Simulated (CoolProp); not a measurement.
Vapour pressure (kPa) of R21: the reference equation beside estimates from Tc = 452.7 K, pc = 5289 kPa, ω = 0.206. Clausius-Clapeyron is anchored at 372.2 K with a constant enthalpy of vaporisation of 18.31 kJ/mol.

The numbers come from the reference Helmholtz-energy equation of state, Platzer 1990 in CoolProp. This equation is an older, rougher fit; its heat capacities, sound speeds and derivatives of the liquid may be far off and weren't checked against measurements.

| T (K) | reference | Lee-Kesler | Clausius-Clapeyron | van der Waals | Redlich-Kwong | Soave-Redlich-Kwong | Peng-Robinson |
|---|---|---|---|---|---|---|---|
| 339.1 | 608.6 | 607.1 | 731.3 | 1484 | 798.6 | 607.7 | 602.3 |
| 347.4 | 747.5 | 746.3 | 854.0 | 1667 | 959.8 | 748.0 | 740.2 |
| 355.7 | 908.7 | 907.6 | 990.1 | 1864 | [?] | 911.2 | 900.8 |
| 363.9 | 1092 | 1091 | 1138 | 2072 | 1345 | 1097 | 1084 |
| 372.2 | 1303 | 1302 | 1303 | 2298 | 1574 | [?] | 1296 |
| 380.5 | 1543 | 1543 | 1482 | [?] | 1829 | 1557 | [?] |
| 388.8 | 1813 | [?] | [?] | 2792 | 2110 | 1833 | 1811 |
| 397.1 | 2117 | 2118 | 1888 | 3063 | [?] | [?] | 2119 |

Problem. Fill in the missing entries.

Solution. 
- 355.7, Redlich-Kwong: 1142
- 372.2, Soave-Redlich-Kwong: 1312
- 380.5, van der Waals: 2537
- 380.5, Peng-Robinson: 1537
- 388.8, Lee-Kesler: 1814
- 388.8, Clausius-Clapeyron: 1677
- 397.1, Redlich-Kwong: 2419
- 397.1, Soave-Redlich-Kwong: 2144

Absolute difference from the reference over all 8 rows, mean and median: Lee-Kesler 0.1 and 0.1 %, Clausius-Clapeyron 8.7 and 8.2 %, van der Waals 87.6 and 83.1 %, Redlich-Kwong 22.3 and 22.0 %, Soave-Redlich-Kwong 0.6 and 0.6 %, Peng-Robinson 0.6 and 0.6 %.
